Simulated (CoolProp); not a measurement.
A simple Rankine cycle with hydrogen sulfide: condensing at 317.15 K, boiler at 7.46 MPa, turbine inlet 364.3 K, turbine efficiency 0.7, pump efficiency 0.6, no recuperator. Each further row changes one setting.

The numbers come from the reference Helmholtz-energy equation of state, Lemmon 2006 in CoolProp. It is a short technical equation, of lower accuracy than the large ones.

| case | thermal efficiency (%) | net work (kJ/kg) | heat in (kJ/kg) | turbine exit temperature (K) | volume ratio over the turbine |
|---|---|---|---|---|---|
| as stated | ? | ? | 324 | 317.2 | ? |
| turbine inlet 384.3 K | ? | 25.0 | 386 | 317.2 | 2.16 |
| condensing temperature 309.15 K | 6.9 | 23.6 | ? | 309.2 | 2.98 |
| boiler pressure 5.22 MPa | 4.4 | 17.4 | 399 | 323.4 | ? |
| turbine efficiency 0.6 | 4.5 | 14.5 | 324 | 317.2 | ? |

Problem. Complete the blanks.

Solution. 
- as stated, thermal efficiency (%): 5.7
- as stated, net work (kJ/kg): 18.6
- as stated, volume ratio over the turbine: 2.49
- turbine inlet 384.3 K, thermal efficiency (%): 6.5
- condensing temperature 309.15 K, heat in (kJ/kg): 343
- boiler pressure 5.22 MPa, volume ratio over the turbine: 1.55
- turbine efficiency 0.6, volume ratio over the turbine: 2.52

The expansion ends wet for: as stated; turbine inlet 384.3 K; condensing temperature 309.15 K; turbine efficiency 0.6.
